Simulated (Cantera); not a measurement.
Input: 1 mol Fe₃O₄, 5.3 mol CH₄, 0.42 mol N₂, equilibrated at 2100 K and 4.65 Torr.

These are equilibrium values from Cantera (NASA tables, ideal gas, pure condensed phases), not measurements of a reactor. Candidate condensed phases: C, C₆H₆, C₇H₈, C₈H₁₈, Fe, Fe(CO)₅, FeO, Fe(OH)₂, Fe(OH)₃, Fe₂O₃, Fe₃O₄, H₂O; 140 gas species. Rates play no part.

Base state: H₂ 0.563, CO 0.219, Fe 0.164, H 0.0297, N₂ 0.0217, HCN 0.00237, C₂H₂ (acetylene) 0.000813, HNC 0.000160 (mole fractions); condensed: C(graphite).

**Question.** What changes in the equilibrium state with this change: N₂ from 0.42 to 0.16 mol?

**Answer.** 
| species | before | after |
|---|---|---|
| H₂ | 0.563 | 0.571 |
| CO | 0.219 | 0.222 |
| Fe | 0.164 | 0.166 |
| N₂ | 0.0217 | 0.00809 |
| H | 0.0297 | 0.0299 |
| HNC | 0.000160 | 9.85e-5 |
| HCN | 0.00237 | 0.00146 |
| C₂H₂ (acetylene) | 0.000813 | 0.000825 |
| C(graphite), mol | 1.22 | 1.24 |
